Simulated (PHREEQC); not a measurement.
0.24 g of hydrous ferric oxide (600 m²/g; 0.2 weak and 0.005 strong sites per Fe, Dzombak-Morel constants, diffuse double layer) in 1 kg of water with 0.001 mol/kgw of an inert sodium salt, at 25 °C; the pH is set by adding NaOH or the inert anion's acid. Oxygen alone is held at its pressure in air (log pO2 = -0.68). The system is closed to CO2. No solid was allowed to form.

The numbers come from PHREEQC with the ion-association model, wateq4f.dat.

Task: Predict surface charge σ (C/m²) at pH = 6, 6.5, 9.5, 10.

Result: 
```tsv
pH	surface charge σ (C/m²)
6	0.019
6.5	0.011
9.5	-0.009
10	-0.016
```

Complexes and solids missing from the database can't appear. The oxide is taken as insoluble; below pH 4 it would dissolve.
